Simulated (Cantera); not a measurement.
A Cantera script and its output.

```python
import numpy as np
import cantera as ct

gas = ct.Solution("gri30.yaml")
gas.TPX = 1673, 72000, {'NO': 1, 'N2': 0.36}
reactor = ct.IdealGasConstPressureReactor(gas, energy="off", clone=False)
net = ct.ReactorNet([reactor])
net.rtol, net.atol = 1e-08, 1e-18
show = ['NO', 'O2', 'O', 'NO2', 'N2', 'N2O']
times = np.geomspace(0.0002, 4, 9)

steps = ct.SolutionArray(gas, extra=["t"])
rows = []
print(f"{'t/s':>10s}{'T/K':>9s}{'P/Pa':>11s}" + "".join(f"{s:>11s}" for s in show))
for t in times:
    while net.time < t:
        t_next = net.step()
        steps.append(gas.state, t=t_next)
    rows.append([np.interp(t, steps.t, y) for y in (steps.T, steps.P, *steps(*show).X.T)])
    print(f"{t:10.3e}{rows[-1][0]:9.1f}{rows[-1][1]:11.4g}" + "".join(f"{x:11.3e}" for x in rows[-1][2:]))
rate = np.gradient(steps.T, steps.t)
print("integrator steps:", len(steps.t))
if steps.T.max() > steps.T[0] + 200:
    print(f"time of steepest temperature rise: {steps.t[rate.argmax()]:.4e} s")
gas.TPX = 1673, 72000, {'NO': 1, 'N2': 0.36}
gas.equilibrate("TP")
print(f"equilibrium (TP): T = {gas.T:.1f} K  " + "  ".join(f"{s} {gas[s].X[0]:.3e}" for s in show))
```

Result:

```
       t/s      T/K       P/Pa         NO         O2          O        NO2         N2        N2O
 2.000e-04   1673.0    7.2e+04  7.353e-01  1.507e-08  4.928e-07  4.859e-06  2.647e-01  5.228e-06
 6.897e-04   1673.0    7.2e+04  7.353e-01  1.201e-07  6.324e-07  1.825e-05  2.647e-01  1.748e-05
 2.378e-03   1673.0    7.2e+04  7.351e-01  1.752e-06  1.117e-06  6.742e-05  2.647e-01  5.430e-05
 8.202e-03   1673.0    7.2e+04  7.348e-01  3.992e-05  2.455e-06  2.201e-04  2.648e-01  1.343e-04
 2.828e-02   1673.0    7.2e+04  7.336e-01  4.771e-04  3.524e-06  3.519e-04  2.653e-01  1.998e-04
 9.754e-02   1673.0    7.2e+04  7.299e-01  2.291e-03  3.958e-06  3.999e-04  2.672e-01  2.027e-04
 3.364e-01   1673.0    7.2e+04  7.174e-01  8.459e-03  5.060e-06  5.173e-04  2.734e-01  1.951e-04
 1.160e+00   1673.0    7.2e+04  6.771e-01  2.841e-02  7.563e-06  7.553e-04  2.935e-01  1.724e-04
 4.000e+00   1673.0    7.2e+04  5.657e-01  8.392e-02  1.198e-05  1.027e-03  3.492e-01  1.186e-04
integrator steps: 853
equilibrium (TP): T = 1673.0 K  NO 3.101e-03  O2 3.661e-01  O 2.398e-05  NO2 1.158e-05  N2 6.308e-01  N2O 1.383e-07
```

Model: GRI-Mech 3.0 (53 species, 325 reactions), integrated in Cantera.
